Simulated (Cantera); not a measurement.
Input: 1 mol CH2F2, 2.1 mol H2, held at 0.0555 Torr.

These are equilibrium values from Cantera (NASA tables, ideal gas, pure condensed phases), not measurements of a reactor. Candidate condensed phases: C, C6H6, C7H8, C8H18; 95 gas species. The numbers say what is thermodynamically allowed, not how fast it happens.

**Question.** At 2550 °C, list the 4 most abundant gas species with their mole fractions, and the condensed phases.

**Answer.** H 0.659, HF 0.153, F 0.109, C 0.0403. Condensed: gas only.
